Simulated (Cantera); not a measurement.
**Stirred combustor or abatement burner**

A perfectly stirred reactor is fed with 2.99 % CH₄, 10.3 % O₂, 86.7 % N₂, equivalence ratio 0.58, at 8250 Torr; it is adiabatic with a 800 K inlet, and is followed from long to short residence time, starting on the burning branch (τ in s: 0.25, 0.081, 0.026, 0.0086, 0.0028, 0.00091, 0.0003, 9.6e-05, 3.1e-05).

Detailed kinetics in Cantera: GRI-Mech 3.0 (53 species, 325 reactions).

```json
[
 {"τ (s)": "0.25", "T (K)": "1489", "x CH₄": "1.09e-5", "x O₂": "0.0434", "x HCN": "7.19e-10", "x C₂H₆": "1.06e-8", "x C₂H₂": "2.56e-8"},
 {"τ (s)": "0.081", "T (K)": "1487", "x CH₄": "2.79e-5", "x O₂": "0.0435", "x HCN": "1.48e-9", "x C₂H₆": "5.67e-8", "x C₂H₂": "9.80e-8"},
 {"τ (s)": "0.026", "T (K)": "1482", "x CH₄": "7.47e-5", "x O₂": "0.0438", "x HCN": "2.86e-9", "x C₂H₆": "2.91e-7", "x C₂H₂": "2.93e-7"},
 {"τ (s)": "0.0086", "T (K)": "1468", "x CH₄": "0.000213", "x O₂": "0.0448", "x HCN": "3.81e-9", "x C₂H₆": "1.38e-6", "x C₂H₂": "6.48e-7"},
 {"τ (s)": "0.0028", "T (K)": "1392", "x CH₄": "0.00119", "x O₂": "0.0501", "x HCN": "1.42e-9", "x C₂H₆": "1.46e-5", "x C₂H₂": "1.85e-6"},
 {"τ (s)": "0.00091", "T (K)": "800", "x CH₄": "0.0299", "x O₂": "0.103", "x HCN": "<1e-12", "x C₂H₆": "<1e-12", "x C₂H₂": "<1e-12"},
 {"τ (s)": "0.00030", "T (K)": "800", "x CH₄": "0.0299", "x O₂": "0.103", "x HCN": "<1e-12", "x C₂H₆": "<1e-12", "x C₂H₂": "<1e-12"},
 {"τ (s)": "9.6e-5", "T (K)": "800", "x CH₄": "0.0299", "x O₂": "0.103", "x HCN": "<1e-12", "x C₂H₆": "<1e-12", "x C₂H₂": "<1e-12"},
 {"τ (s)": "3.1e-5", "T (K)": "800", "x CH₄": "0.0299", "x O₂": "0.103", "x HCN": "<1e-12", "x C₂H₆": "<1e-12", "x C₂H₂": "<1e-12"}
]
```
x: mole fraction; the columns are a selection and need not sum to one.
